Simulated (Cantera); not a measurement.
Cantera run:

```python
import numpy as np
import cantera as ct

gas_names = """
    N NO NO2 NO3 N2 N2O O O2 O3 V VN VO VO2
""".split()
cond_names = """
    V(cr) V(L) VN(s) VO(s) VO(L) V2O3(s) V2O3(L) V2O4(I) V2O4(II) V2O4(L) V2O5(s) V2O5(L)
""".split()


# ... load() reads the species with a 1 bar reference pressure and builds the phases ...
atoms = {
    'V': {'V': 1},
    'N2O': {'N': 2, 'O': 1},
}
top_T = {'VN(s)': 2300}  # K; cautious upper limits of use, not melting points


# ... equilibrate(T, P, feed) seeds the gas with the atoms and calls Mixture.equilibrate('TP', solver="vcs", rtol=1e-11, max_steps=5000) ...
results = []
feed = {'V': 1, 'N2O': 0.55}  # mol
P = 800  # Pa
for T in [2098, 2148, 2198, 2248, 2298, 2348, 2398, 2448, 2498, 2548, 2598, 2648, 2698, 2748]:
    mix = equilibrate(T, P, feed)
    results.append((T, P, feed, dict(zip(mix.species_names, mix.species_moles))))
    x = sorted(zip(gas.X, gas.species_names), reverse=True)
    print(f"T = {T:g} K  P = {P:g} Pa  gas = {mix.phase_moles(0):.4g} mol")
    print("   x: " + "  ".join(f"{s} {v:.3e}" for v, s in x if v > 0.001))
    print("   condensed (mol): " + ("  ".join(f"{mix.phase(i).name} {mix.phase_moles(i):.4g}"
          for i in range(1, mix.n_phases) if mix.phase_moles(i) > 1e-12) or "none"))
```

Result:

```
T = 2098 K  P = 800 Pa  gas = 0.3258 mol
   x: N2 9.979e-01  V 1.047e-03
   condensed (mol): VN(s) 0.4497  VO(L) 0.5496
T = 2148 K  P = 800 Pa  gas = 0.5523 mol
   x: N2 9.958e-01  V 2.305e-03  VO 1.786e-03
   condensed (mol): V(cr) 0.4488  VO(L) 0.5488
T = 2198 K  P = 800 Pa  gas = 0.5543 mol
   x: N2 9.922e-01  V 4.339e-03  VO 3.187e-03
   condensed (mol): V(L) 0.4477  VO(L) 0.5479
T = 2248 K  P = 800 Pa  gas = 0.5577 mol
   x: N2 9.862e-01  V 7.746e-03  VO 5.535e-03
   condensed (mol): V(L) 0.4459  VO(L) 0.5464
T = 2298 K  P = 800 Pa  gas = 0.5633 mol
   x: N2 9.763e-01  V 1.347e-02  VO 9.371e-03
   condensed (mol): V(L) 0.4429  VO(L) 0.5438
T = 2348 K  P = 800 Pa  gas = 0.5728 mol
   x: N2 9.602e-01  V 2.284e-02  VO 1.549e-02  VO2 1.413e-03
   condensed (mol): V(L) 0.4377  VO(L) 0.5395
T = 2398 K  P = 800 Pa  gas = 0.5884 mol
   x: N2 9.347e-01  V 3.786e-02  VO 2.505e-02  VO2 2.334e-03
   condensed (mol): V(L) 0.4291  VO(L) 0.5325
T = 2448 K  P = 800 Pa  gas = 0.6144 mol
   x: N2 8.951e-01  V 6.139e-02  VO 3.966e-02  VO2 3.772e-03
   condensed (mol): V(L) 0.4146  VO(L) 0.521
T = 2498 K  P = 800 Pa  gas = 0.6588 mol
   x: N2 8.349e-01  V 9.755e-02  VO 6.158e-02  VO2 5.974e-03
   condensed (mol): V(L) 0.3897  VO(L) 0.5015
T = 2548 K  P = 800 Pa  gas = 0.7385 mol
   x: N2 7.447e-01  V 1.521e-01  VO 9.387e-02  VO2 9.283e-03
   condensed (mol): V(L) 0.3446  VO(L) 0.4669
T = 2598 K  P = 800 Pa  gas = 0.8982 mol
   x: N2 6.123e-01  V 2.328e-01  VO 1.406e-01  VO2 1.417e-02
   condensed (mol): V(L) 0.2537  VO(L) 0.3982
T = 2648 K  P = 800 Pa  gas = 1.306 mol
   x: N2 4.210e-01  V 3.503e-01  VO 2.073e-01  VO2 2.126e-02
   condensed (mol): V(L) 0.0202  VO(L) 0.2235
T = 2698 K  P = 800 Pa  gas = 1.55 mol
   x: N2 3.547e-01  V 3.311e-01  VO 2.733e-01  VO2 4.061e-02
   condensed (mol): none
T = 2748 K  P = 800 Pa  gas = 1.551 mol
   x: N2 3.547e-01  V 3.320e-01  VO 2.714e-01  VO2 4.143e-02
   condensed (mol): none
```

These are equilibrium values from Cantera (NASA tables, ideal gas, pure condensed phases), not measurements of a reactor. Each liquid is taken as pure. Mutual solubility and eutectic melting of coexisting phases are not modelled. VN, VO: taken at fixed stoichiometry. Condensed phases not in the tables: solid solutions among these carbides, nitrides and lower oxides, V2N, N, O or C dissolved in the metal.
